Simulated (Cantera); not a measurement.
Input: 1 mol SiO2, 1.8 mol C, 1.5 mol CO, at 2325 K.

Method: chemical equilibrium by Gibbs-energy minimisation in Cantera with the NASA 1993 tables (ideal gas, pure condensed phases). Candidate condensed phases: C, Si, SiC, SiO2; 20 gas species. Kinetics and transport are ignored.

Q: Which condensed phases are stable at each of these points (P (Pa)): 10, 100, 1000, 10000, 100000, 1000000?

A: 
| P (Pa) | condensed phases | Si condensed (%) |
|---|---|---|
| 10 | gas only | 0.0 |
| 100 | gas only | 0.0 |
| 1000 | SiC(s) | 26.6 |
| 10000 | SiC(s) | 38.6 |
| 100000 | SiC(s) | 39.9 |
| 1000000 | SiC(s) | 40.0 |

From 0.000100 bar to 0.00100 bar nothing is condensed. From 0.0100 bar to 10.0 bar the condensed part is SiC(s).
